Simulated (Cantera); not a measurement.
# HMDSO + NO + N₂ (silicon oxide and oxynitride deposition)

Input: 1 mol HMDSO, 0.88 mol NO, 24 mol N₂, at 1.00 bar.

Method: chemical equilibrium by Gibbs-energy minimisation in Cantera with the NASA 1993 tables (ideal gas, pure condensed phases). Candidate condensed phases: C, C₆H₆, C₇H₈, C₈H₁₈, H₂O, Si, SiC, SiO₂, Si₂N₂O, Si₃N₄; 151 gas species. The feed counts by its element totals alone. Mutual solubility and eutectic melting of coexisting phases are not modelled. The tables hold silica as quartz up to 1696 K and as liquid above; real silica turns to tridymite and cristobalite and melts near 1996 K. Rates play no part.

```
T (°C)  log p N₂  log p H₂  log p CH₄  log p CO  log p HCN  n C(graphite)  n SiO₂(α-quartz)  n Si₂N₂O(s)  n SiO₂(β-quartz)
------  --------  --------  ---------  --------  ---------  -------------  ----------------  -----------  ----------------
377        -0.09     -1.17      -0.92     -8.50      -9.68           2.50             0.587        0.707                 0
477        -0.11     -0.82      -1.14     -6.57      -8.08           3.80             0.587        0.707                 0
577        -0.13     -0.65      -1.51     -5.11      -6.90           5.03                 0        0.707             0.586
677        -0.13     -0.59      -1.96     -3.96      -6.01           5.64                 0        0.708             0.584
777        -0.14     -0.57      -2.39     -3.03      -5.31           5.84                 0        0.717             0.565
877        -0.14     -0.57      -2.77     -2.26      -4.73           5.76                 0        0.768             0.465
977        -0.15     -0.57      -3.10     -1.62      -4.26           5.18                 0        0.973            0.0543
1077       -0.15     -0.57      -3.38     -1.58      -3.85           5.10                 0         1.00                 0
1177       -0.15     -0.57      -3.62     -1.58      -3.50           5.10                 0        1.000                 0
```
log p: log10 of the partial pressure in bar; n: condensed amount in mol.

From 377 °C to 477 °C the condensed part is C(graphite) + SiO₂(α-quartz) + Si₂N₂O(s). From 577 °C to 977 °C the condensed part is C(graphite) + SiO₂(β-quartz) + Si₂N₂O(s). From 1077 °C to 1177 °C the condensed part is C(graphite) + Si₂N₂O(s).
